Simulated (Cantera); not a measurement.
# Thermodynamics of sublimation and decomposition of ceramics, feed SiC + Si + N2

Input: 1 mol SiC, 0.0025 mol Si, 0.23 mol N2, held at 230000 Pa.

Equilibrium computed with Cantera from the NASA thermochemical tables; the gas is ideal and each condensed phase is pure. Candidate condensed phases: C, Si, SiC, Si3N4; 20 gas species. Mutual solubility and eutectic melting of coexisting phases are not modelled. The tables' values for SiN are old estimates; treat these amounts as uncertain. Equilibrium is a limit: real reactors are often held back by kinetics, nucleation or transport.

```tsv
T (K)	x N2	x Si	x SiC2	x Si2C	x SiN	x CN	n SiC(s)	n Si3N4(s)	n Si(l)	n C(graphite)
2150	1.000	5.68e-5	1.12e-7	2.80e-6	1.61e-5	3.62e-7	1.000	0.000826	0	0
2250	1.000	0.000258	4.62e-7	1.79e-5	5.99e-5	8.40e-7	1.000	0	0.00239	0
2350	0.999	0.000625	2.77e-6	5.91e-5	0.000121	2.97e-6	1.000	0	0.00225	0
2450	0.998	0.00141	1.42e-5	0.000177	0.000232	9.44e-6	1.000	0	0.00197	0
2550	0.996	0.00298	6.43e-5	0.000483	0.000422	2.74e-5	1.000	0	0.00141	0
2650	0.991	0.00594	0.000258	0.00122	0.000730	7.31e-5	1.000	0	0.000369	0
2750	0.987	0.00809	0.00130	0.00206	0.000873	0.000253	0.999	0	0	0
2850	0.976	0.0115	0.00546	0.00358	0.00109	0.000750	0.996	0	0	0
2950	0.950	0.0208	0.0159	0.00779	0.00175	0.00156	0.989	0	0	0.000822
```
x: gas mole fraction; n: condensed amount in mol.

At 2150 K the condensed part is SiC(s) + Si3N4(s). From 2250 K to 2650 K the condensed part is Si(l) + SiC(s). From 2750 K to 2850 K the condensed part is SiC(s). At 2950 K the condensed part is C(graphite) + SiC(s). The main Si-bearing gas is Si throughout.
